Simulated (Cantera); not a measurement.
## CS2 + SO2 + H2 (abatement and gas-phase synthesis)

A closed system holds: 1 mol CS2, 0.042 mol SO2, a varied amount of H2, at 2.80 bar.

Cantera equilibrium calculation (NASA polynomials, part measured and part estimated; ideal gas, pure solids and liquids). Candidate condensed phases: C, C6H6, C7H8, C8H18, H2O, H2SO4, S; 123 gas species. Kinetics and transport are ignored.

Stable condensed phases:

```
T in °C \ n(H2) in mol
           1 1.3 1.8 2.4 3.1 4.2 5.5 7.3 9.7
   2227    A   A   A   A   A   A   A   A   A
   2077    B   B   B   B   B   A   A   A   A
   1927    B   B   B   B   B   B   B   B   B
   1777    B   B   B   B   B   B   B   B   B
   1627    B   B   B   B   B   B   B   B   B
   1477    B   B   B   B   B   B   B   B   B
   1327    B   B   B   B   B   B   B   B   B
   1177    B   B   B   B   B   B   B   B   B
   1027    B   B   B   B   B   B   B   B   B
    877    B   B   B   B   B   B   B   B   B
    727    B   B   B   B   B   B   B   B   A
    577    B   B   B   B   B   B   B   A   A
    427    B   B   B   B   B   B   A   A   A
```

A: gas only; B: C.
